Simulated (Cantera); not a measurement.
Equilibrium for abatement and gas-phase synthesis: S + H2 + N2

Charge: 1 mol S, a varied amount of H2, 0.28 mol N2, at 2150 °C and 10.0 Torr.

These are equilibrium values from Cantera (NASA tables, ideal gas, pure condensed phases), not measurements of a reactor. Candidate condensed phases: S; 15 gas species. Kinetics and transport are ignored.

```tsv
n(H2) (mol)	x H2	x S2	x N2	x S	x H	x SH	x H2S
0.056	0.0353	0.436	0.300	0.180	0.0289	0.0192	0.000616
0.077	0.0509	0.422	0.292	0.177	0.0347	0.0227	0.000871
0.11	0.0747	0.402	0.281	0.172	0.0420	0.0268	0.00125
0.14	0.0956	0.385	0.272	0.169	0.0475	0.0297	0.00156
0.2	0.135	0.356	0.255	0.162	0.0564	0.0339	0.00212
0.27	0.176	0.327	0.238	0.155	0.0644	0.0371	0.00265
0.38	0.232	0.289	0.215	0.146	0.0740	0.0401	0.00329
0.52	0.291	0.252	0.192	0.137	0.0828	0.0419	0.00385
0.71	0.354	0.214	0.168	0.126	0.0915	0.0426	0.00432
0.97	0.421	0.175	0.143	0.114	0.0997	0.0421	0.00465
1.3	0.483	0.142	0.121	0.102	0.107	0.0405	0.00479
```
x: gas mole fraction; nothing condenses.

From 0.056 mol H2 to 1.3 mol H2 nothing is condensed.
